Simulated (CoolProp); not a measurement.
Vapour pressure (MPa) of nitrous oxide: the reference equation beside estimates from Tc = 309.5 K, pc = 7.245 MPa, ω = 0.161. Clausius-Clapeyron is anchored at 266.5 K with a constant enthalpy of vaporisation of 10.94 kJ/mol.

Computed with CoolProp (reference Helmholtz-energy equation of state, Lemmon 2006). It is a short technical equation, of lower accuracy than the large ones.

```json
[
 {"T (K)": "243.8", "reference": "1.345", "Lee-Kesler": "1.348", "Clausius-Clapeyron": "1.655", "Soave-Redlich-Kwong": "1.354"},
 {"T (K)": "251.4", "reference": "1.705", "Lee-Kesler": "1.707", "Clausius-Clapeyron": "1.949", "Soave-Redlich-Kwong": "1.720"},
 {"T (K)": "258.9", "reference": "2.125", "Lee-Kesler": "2.126", "Clausius-Clapeyron": "2.268", "Soave-Redlich-Kwong": "2.146"},
 {"T (K)": "266.5", "reference": "2.622", "Lee-Kesler": "2.621", "Clausius-Clapeyron": "2.622", "Soave-Redlich-Kwong": "2.651"},
 {"T (K)": "274", "reference": "3.191", "Lee-Kesler": "3.189", "Clausius-Clapeyron": "3.001", "Soave-Redlich-Kwong": "3.229"},
 {"T (K)": "281.6", "reference": "3.854", "Lee-Kesler": "3.852", "Clausius-Clapeyron": "3.417", "Soave-Redlich-Kwong": "3.902"},
 {"T (K)": "289.1", "reference": "4.604", "Lee-Kesler": "4.603", "Clausius-Clapeyron": "3.857", "Soave-Redlich-Kwong": "4.659"},
 {"T (K)": "296.7", "reference": "5.473", "Lee-Kesler": "5.475", "Clausius-Clapeyron": "4.335", "Soave-Redlich-Kwong": "5.528"},
 {"T (K)": "304.2", "reference": "6.453", "Lee-Kesler": "6.461", "Clausius-Clapeyron": "4.836", "Soave-Redlich-Kwong": "6.492"}
]
```

Absolute difference from the reference over all 9 rows, mean and median: Lee-Kesler 0.1 and 0.1 %, Clausius-Clapeyron 13.7 and 14.3 %, Soave-Redlich-Kwong 1.0 and 1.0 %.
